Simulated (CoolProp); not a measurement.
Vapour-liquid equilibrium of isohexane (1) + n-hexane (2) at 35.25 °C; x and y are mole fractions of (1).

The numbers come from the multi-fluid Helmholtz-energy mixture model, Lemmon 2006 and Thol 2019; pair parameters Bell 2016 in CoolProp.

| x | bubble pressure (kPa) | y at the bubble point | dew pressure at overall composition x (kPa) | liquid density (mol/L) |
|---|---|---|---|---|
| 0.05 | 31.55 | 0.069 | 31.38 | 7.485 |
| 0.2 | 33.43 | 0.258 | 32.83 | 7.473 |
| 0.35 | 35.26 | 0.427 | 34.41 | 7.461 |
| 0.5 | 37.03 | 0.578 | 36.10 | 7.450 |
| 0.65 | 38.73 | 0.715 | 37.92 | 7.439 |
| 0.8 | 40.36 | 0.842 | 39.82 | 7.428 |
| 0.95 | 41.93 | 0.961 | 41.78 | 7.418 |

No azeotrope shows between x = 0.05 and 0.95.

The pair parameters rest on a limited set of measurements; away from them the model extrapolates.
